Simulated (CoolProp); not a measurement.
A single-stage vapour-compression cycle with ethylene: evaporating at 204.15 K (dew point), condensing at 264.15 K (bubble point), superheat 2 K, subcooling 8 K, compressor efficiency 0.9, no pressure losses. Each further row changes one setting.

The numbers come from the reference Helmholtz-energy equation of state, Smukala 2000 in CoolProp.

| case | cooling COP | pressure ratio | discharge temperature (K) | refrigerating effect (kJ/kg) | volumetric capacity (kJ/m³) |
|---|---|---|---|---|---|
| as stated | 2.09 | 6.17 | 321.8 | 279 | 2740 |
| evaporating temperature 209.15 K | 2.40 | 5.10 | 315.5 | 282 | 3330 |
| condensing temperature 259.15 K | 2.40 | 5.47 | 313.1 | 295 | 2900 |
| subcooling 13 K | 2.22 | 6.17 | 321.8 | 296 | 2900 |
| superheat 12 K | 2.07 | 6.17 | 333.7 | 294 | 2700 |
| compressor efficiency 0.8 | 1.86 | 6.17 | 330.1 | 279 | 2740 |
